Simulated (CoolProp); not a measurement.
Vapour-liquid equilibrium of ethane (1) + propylene (2) at 0.0101 MPa; x and y are mole fractions of (1).

Values from CoolProp's multi-fluid Helmholtz-energy mixture model, Bücker 2006 and Lemmon 2013; pair parameters Bell 2016.

**Question.** Give the bubble temperature and the first vapour's composition at x = 0.35, 0.8, 0.95. Is there an azeotrope?

**Answer.** x = 0.35: -111.5 °C, y = 0.905; x = 0.8: -120.2 °C, y = 0.987; x = 0.95: -122.0 °C, y = 0.997. No azeotrope shows between x = 0.05 and 0.95.

The pair parameters rest on a limited set of measurements; away from them the model extrapolates.
